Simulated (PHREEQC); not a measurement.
1 kg of water holding 0.0047 mol CaCl2, 0.0091 mol MgSO4 and 0.0047 mol MgCl2 is evaporated at 20 °C; the solids stay in contact with the brine. The system is closed to CO2. The run lets Bischofite, Brucite, Epsomite, Gypsum, Anhydrite, Hexahydrite, Kieserite, Portlandite, MgCl2_4H2O precipitate or redissolve, and no other solid.

Computed with PHREEQC (Pitzer model, pitzer.dat).

Task: Predict ionic strength, Gypsum (mol), S in solution (mol/kgw) at water left (kg) = 0.8219, 0.2533, 0.06405.

Result: 
| water left (kg) | ionic strength | Gypsum (mol) | S in solution (mol/kgw) |
|---|---|---|---|
| 0.8219 | 0.0786 | 0 | 0.0111 |
| 0.2533 | 0.253 | 0.000135 | 0.0354 |
| 0.06405 | 0.793 | 0.00344 | 0.0883 |
